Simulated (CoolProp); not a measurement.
R11 at 294.32 K and 0.0552 MPa is compressed adiabatically to 0.347 MPa with isentropic efficiency 0.9. Each further row changes one setting.

Model: reference Helmholtz-energy equation of state, Jacobsen 1992, in CoolProp.

| case | work (kJ/kg) | final temperature (K) | final density (kg/m³) |
|---|---|---|---|
| as stated | 38.7 | 364.5 | 16.8 |
| efficiency 1 | 34.8 | 358.6 | 17.1 |
| efficiency 0.65 | 53.5 | 387.2 | 15.6 |
